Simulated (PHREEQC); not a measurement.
Consider water at 25 °C with 0.029 mol CuCl2, 0.0011 mol H2SO4 and 4.4e-05 mol Na2SO4 per kg of water. Closed to the air; pH follows from the charge balance.

Model: ion-association model, wateq4f.dat, run in PHREEQC.

No solid was allowed to form.

Question: Order these Cu species by the share of Cu that they hold, largest first: CuSO4, Cu+2, CuCl2, CuCl+.

Answer: Cu+2 (92 %), CuCl+ (5.8 %), CuSO4 (1.8 %), CuCl2 (0.10 %)

The pH is 2.75 and the ionic strength 0.0848 mol/kgw. Species that the database lacks are ignored.
